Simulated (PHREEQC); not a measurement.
## Hard or scaling water (model solution)

Make-up at 5 °C: 93 mmol/kgw CaCl2, 1.4 mmol/kgw CO2 and 0.0048 mmol/kgw H4SiO4. Closed to the air; pH follows from the charge balance.

Computed with PHREEQC (ion-association model, phreeqc.dat).

No solid was allowed to form.

Problem. Estimate the pH, specific conductance.

Solution. pH 4.62; specific conductance 10200 µS/cm.

Problem. In which forms is C present?

Solution. CO2 98 %, HCO3- 1.8 % of the C.

Away from 25 °C the constants follow the database's enthalpies or fits; those with neither stay at their 25 °C values.
